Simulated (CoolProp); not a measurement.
Cyclopropane along the isotherm 181.65 °C: fugacity coefficient from the reference equation and from simpler models built on Tc = 125.5 °C, pc = 56.05 bar, ω = 0.131; each cubic takes its own stable root.

Model: reference Helmholtz-energy equation of state, Polt 1992, in CoolProp. This equation is an older, rougher fit; its heat capacities, sound speeds and derivatives of the liquid may be far off and weren't checked against measurements.

| p (bar) | phase | reference |
|---|---|---|
| 15.6 | gas | 0.9364 |
| 31.1 | gas | 0.8757 |
| 46.7 | gas | 0.8170 |
| 62.3 | supercritical | 0.7603 |
| 77.9 | supercritical | 0.7055 |
| 93.4 | supercritical | 0.6532 |
| 109 | supercritical | 0.6046 |
| 125 | supercritical | 0.5615 |
| 140 | supercritical | 0.5279 |

**Question.** How far does each simpler model (van der Waals, Redlich-Kwong, Soave-Redlich-Kwong, Peng-Robinson) lie from the reference over these 9 states: mean and median of the absolute difference, and the worst?

**Answer.** 
- van der Waals: mean 0.6 %, median 0.7 %, worst -0.9 % at 181.65 °C and 109 bar
- Redlich-Kwong: mean 0.2 %, median 0.2 %, worst +0.6 % at 181.65 °C and 140 bar
- Soave-Redlich-Kwong: mean 1.9 %, median 1.5 %, worst +4.4 % at 181.65 °C and 140 bar
- Peng-Robinson: mean 1.9 %, median 2.0 %, worst -2.6 % at 181.65 °C and 93.4 bar
